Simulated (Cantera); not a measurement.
A closed system holds: 1 mol PbO, a varied amount of H2, 5.7 mol N2, at 573.15 K and 1.00 bar.

Equilibrium computed with Cantera from the NASA thermochemical tables; the gas is ideal and each condensed phase is pure. Candidate condensed phases: H2O, Pb, PbO, PbO2, Pb3O4; 27 gas species. Equilibrium is a limit: real reactors are often held back by kinetics, nucleation or transport.

Problem. Which condensed phases are stable at each of these points (n(H2) (mol)): 0.76, 0.91, 1.1, 1.3, 1.5, 1.8, 2.2, 2.6, 3.1, 3.7, 4.4, 5.2?

Solution. 
```
n(H2) (mol)  condensed phases  Pb condensed (%)
-----------  ----------------  ----------------
0.76         Pb(s) + PbO(red)             100.0
0.91         Pb(s) + PbO(red)             100.0
1.1                     Pb(s)             100.0
1.3                     Pb(s)             100.0
1.5                     Pb(s)             100.0
1.8                     Pb(s)             100.0
2.2                     Pb(s)             100.0
2.6                     Pb(s)             100.0
3.1                     Pb(s)             100.0
3.7                     Pb(s)             100.0
4.4                     Pb(s)             100.0
5.2                     Pb(s)             100.0
```

From 0.76 mol H2 to 0.91 mol H2 the condensed part is Pb(s) + PbO(red). From 1.1 mol H2 to 5.2 mol H2 the condensed part is Pb(s).
